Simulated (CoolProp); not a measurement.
Model: reference Helmholtz-energy equation of state, Setzmann 1991, in CoolProp.

Question: For methane, give the phase and the cp (kJ/(kg K)), speed of sound (m/s) at 89.95 °C and 0.0727 bar; 89.95 °C and 0.149 bar.

Answer: 
- 89.95 °C and 0.0727 bar: gas; cp 2.41, speed of sound 490
- 89.95 °C and 0.149 bar: gas; cp 2.41, speed of sound 490
